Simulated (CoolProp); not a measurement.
20 sccm (0 °C, 1 atm) of nitrogen bubbles through liquid tetrahydrofuran at 274.6 K and leaves saturated at a total pressure of 0.0499 MPa (ideal gas phase). Each further row changes one setting.

Computed with CoolProp (reference Helmholtz-energy equation of state, Fiedler 2023).

```tsv
case	vapour pressure (kPa)	mole fraction of vapour	delivery (mg/min)	delivery (sccm)	change of delivery for a bath 1 K warmer (%)
as stated	6.92	…	…	…	6.4
bath temperature 279.6 K	8.98	0.180	…	…	6.4
total pressure 0.0998 MPa	6.92	0.0693	4.79	1.49	5.9
```

Q: Complete the blanks.

A: 
- as stated, mole fraction of vapour: 0.139
- as stated, delivery (mg/min): 10.4
- as stated, delivery (sccm): 3.22
- bath temperature 279.6 K, delivery (mg/min): 14.1
- bath temperature 279.6 K, delivery (sccm): 4.39
